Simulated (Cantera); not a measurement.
Si3N4 + F2 + HCl (nitride etching)

Feed: 1 mol Si3N4, 5.2 mol F2, 4.1 mol HCl, at 0.133 bar.

Method: chemical equilibrium by Gibbs-energy minimisation in Cantera with the NASA 1993 tables (ideal gas, pure condensed phases). Candidate condensed phases: NH4Cl, Si, Si3N4; 49 gas species. The tables' values for SiF3, SiCl3, SiF2 are old estimates; treat these amounts as uncertain. Rates play no part.

```csv
T (K),x HCl,x SiF4,x N2,x H2,x SiCl4,x SiF3
975,0.301,0.313,0.241,0.0962,0.0482,4.11e-6
1025,0.301,0.313,0.241,0.0961,0.0481,1.32e-5
1075,0.301,0.313,0.241,0.0959,0.0480,3.81e-5
1125,0.301,0.313,0.241,0.0956,0.0479,9.96e-5
1175,0.301,0.312,0.241,0.0951,0.0476,0.000239
1225,0.302,0.312,0.241,0.0944,0.0470,0.000529
1275,0.303,0.311,0.241,0.0932,0.0459,0.00109
1325,0.305,0.309,0.240,0.0912,0.0441,0.00209
1375,0.309,0.307,0.240,0.0881,0.0411,0.00374
1425,0.315,0.303,0.239,0.0836,0.0369,0.00621
1475,0.323,0.299,0.237,0.0777,0.0317,0.00961
```
x: gas mole fraction; nothing condenses.

From 975 K to 1475 K nothing is condensed. The main Si-bearing gas is SiF4 throughout.
